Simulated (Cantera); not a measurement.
A closed system holds: 1 mol Si3N4, 0.03 mol N2O, 93 mol H2, equilibrated at 1650 K and 10000 Pa.

Method: chemical equilibrium by Gibbs-energy minimisation in Cantera with the NASA 1993 tables (ideal gas, pure condensed phases). Candidate condensed phases: H2O, Si, SiO2, Si2N2O, Si3N4; 35 gas species. Mutual solubility and eutectic melting of coexisting phases are not modelled. Equilibrium is a limit: real reactors are often held back by kinetics, nucleation or transport.

Base state: H2 0.993, N2 0.00690, H 0.000286, SiO 0.000236 (mole fractions); condensed: Si(s) + Si2N2O(s) + Si3N4(s).

Problem. What changes in the equilibrium state with this change: temperature from 1650 K to 2148.15 K?

Solution. 
```
species           before     after
--------------  --------  --------
H2                 0.993     0.963
N2               0.00690    0.0211
H               0.000286    0.0129
Si               2.68e-6   0.00220
Si2              9.03e-9   3.18e-5
SiN              5.05e-8   1.90e-5
Si2N             8.90e-8   2.19e-5
SiH              1.54e-6  0.000335
Si(s), mol         0.897         0
Si2N2O(s), mol   0.00788         0
Si3N4(s), mol      0.688         0
Si(l), mol             0      2.69
```
The tables' values for SiN are old estimates; treat these amounts as uncertain. Gases not in the tables: Si2H6 and higher silanes.

Problem. What changes in the equilibrium state with this change: temperature from 1650 K to 1248 K?

Solution. 
```json
[
 {"species": "H2", "before": "0.993", "after": "1.000"},
 {"species": "N2", "before": "0.00690", "after": "0.000430"},
 {"species": "H", "before": "0.000286", "after": "1.48e-6"},
 {"species": "SiO", "before": "0.000236", "after": "<1e-9"},
 {"species": "Si(s), mol", "before": "0.897", "after": "0"},
 {"species": "Si2N2O(s), mol", "before": "0.00788", "after": "0.0300"},
 {"species": "Si3N4(s), mol", "before": "0.688", "after": "0.980"}
]
```
